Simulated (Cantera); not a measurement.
Charge: 1 mol CS2, 4.5 mol O2, 0.78 mol H2, held at 1800 K and 0.900 Torr.

Method: chemical equilibrium by Gibbs-energy minimisation in Cantera with the NASA 1993 tables (ideal gas, pure condensed phases). Candidate condensed phases: C, C6H6, C7H8, C8H18, H2O, H2SO4, S; 123 gas species. Equilibrium is a limit: real reactors are often held back by kinetics, nucleation or transport.

Base state: SO2 0.407, O2 0.226, CO2 0.201, H2O 0.156, OH 0.00471, CO 0.00251, O 0.00167, H2 0.000510 (mole fractions); condensed: gas only.

Question: What changes in the equilibrium state with this change: pressure from 0.900 Torr to 90.0 Torr?

Answer: 
| species | before | after |
|---|---|---|
| SO2 | 0.407 | 0.408 |
| O2 | 0.226 | 0.226 |
| CO2 | 0.201 | 0.204 |
| OH | 0.00471 | 0.00150 |
| H2O | 0.156 | 0.159 |
| H | 0.000233 | 7.44e-6 |
| SO3 | 7.04e-5 | 0.000707 |
| O | 0.00167 | 0.000167 |

Question: What changes in the equilibrium state with this change: CS2 replaced by H2O?

Answer: 
```
species    before    after
-------  --------  -------
O2          0.226    0.692
H2O         0.156    0.296
OH        0.00471  0.00859
SO2         0.407        0
CO2         0.201        0
CO        0.00251        0
SO       0.000490        0
```

Question: What changes in the equilibrium state with this change: pressure from 0.900 Torr to 21000 Torr?

Answer: 
```
species    before    after
-------  --------  -------
SO2         0.407    0.401
O2          0.226    0.223
CO2         0.201    0.206
SO3       7.04e-5   0.0105
H2O         0.156    0.160
H        0.000233  1.26e-7
SO       0.000490  3.18e-6
O         0.00167  1.09e-5
CO        0.00251  1.69e-5
H2       0.000510  3.45e-6
```
